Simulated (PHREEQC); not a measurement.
Consider water at 95 °C with 0.0029 mol SrCl2, 2e-05 mol CO2 and 8.9e-05 mol NaCl per kg of water. Closed to the air; pH follows from the charge balance.

Model: ion-association model, phreeqc.dat, run in PHREEQC.

This is a speciation only: nothing precipitates in the calculation.

Q: Estimate the pH.

A: pH 5.51.

Q: In which forms is C present?

A: CO2 84 %, HCO3- 12 %, SrHCO3+ 3.8 % of the C.

At this temperature some constants are extrapolated from 25 °C, and those without enthalpy data are left unchanged.
